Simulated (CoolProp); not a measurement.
Vapour-liquid equilibrium of acetone (1) + water (2) at 0.961 bar; x and y are mole fractions of (1).

The numbers come from the multi-fluid Helmholtz-energy mixture model, Lemmon 2006 and Wagner 2002; pair parameters Bell 2016 in CoolProp.

Q: Give the bubble temperature and the first vapour's composition at x = 0.15, 0.55, 0.65. Is there an azeotrope?

A: x = 0.15: 337.3 K, y = 0.772; x = 0.55: 332.1 K, y = 0.833; x = 0.65: 331.4 K, y = 0.847. No azeotrope shows between x = 0.05 and 0.95.

Pair parameters are fitted to limited data, so mixtures are less certain than the pure fluids. With so large a gap from Raoult's law the liquid may split in two, which this calculation doesn't test in full.
